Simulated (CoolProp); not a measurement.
Vapour-liquid equilibrium of benzene (1) + m-xylene (2) at 423.2 K; x and y are mole fractions of (1).

The numbers come from the multi-fluid Helmholtz-energy mixture model, Thol 2012 and Zhou 2012; pair parameters Bell 2016 in CoolProp.

Question: Give the bubble pressure and the first vapour's composition at x = 0.05, 0.75, 0.95. Is there an azeotrope?

Answer: x = 0.05: 0.1566 MPa, y = 0.174; x = 0.75: 0.4640 MPa, y = 0.917; x = 0.95: 0.5587 MPa, y = 0.986. No azeotrope shows between x = 0.05 and 0.95.

Pair parameters are fitted to limited data, so mixtures are less certain than the pure fluids.
